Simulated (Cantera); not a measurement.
Charge: 1 mol Si2Cl6, 0.19 mol NH3, 57 mol H2, equilibrated at 2075 K and 75.0 Torr.

Equilibrium computed with Cantera from the NASA thermochemical tables; the gas is ideal and each condensed phase is pure. Candidate condensed phases: NH4Cl, Si, Si3N4; 28 gas species. The feed counts by its element totals alone. The tables' values for SiCl, SiCl3 are old estimates; treat these amounts as uncertain. Gases not in the tables: Si2H6 and higher silanes. Equilibrium is a limit: real reactors are often held back by kinetics, nucleation or transport.

Base state: H2 0.903, HCl 0.0722, SiCl2 0.0127, H 0.00800, N2 0.00156, Si 0.00102, SiCl 0.000514, Cl 0.000473 (mole fractions); condensed: Si(l).

Question: What changes in the equilibrium state with this change: pressure from 75.0 Torr to 2.78 Torr?

Answer: 
```tsv
species	before	after
H2	0.903	0.852
HCl	0.0722	0.0720
H	0.00800	0.0404
Si	0.00102	0.0193
SiCl2	0.0127	0.00937
Si2	1.26e-5	0.000167
Si3	2.60e-6	2.41e-5
Si(l), mol	1.11	0
```
The tables' values for SiCl are old estimates; treat these amounts as uncertain.
